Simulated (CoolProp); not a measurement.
Saturation properties of sulfur dioxide (Tc = 430.6 K, pc = 7.887 MPa, ω = 0.256).

Values from CoolProp's reference Helmholtz-energy equation of state, Gao 2016.

```csv
T (K),p (MPa),liquid density (kg/m³),vapour density (kg/m³),liquid cp (kJ/(kg K)),surface tension (mN/m)
296.7,0.3735,1371,10.39,1.391,21.9
302,0.4452,1356,12.28,1.398,20.9
307.4,0.5287,1340,14.47,1.408,19.9
312.8,0.6237,1324,16.96,1.418,18.8
318.2,0.7312,1308,19.77,1.430,17.8
323.6,0.8521,1292,22.94,1.443,16.8
329,0.9875,1275,26.51,1.458,15.7
334.4,1.138,1257,30.51,1.476,14.7
339.7,1.303,1240,34.91,1.495,13.7
```

It boils at 263.1 K under 1 atm.

Surface tension comes from a separate correlation (Mulero 2012).
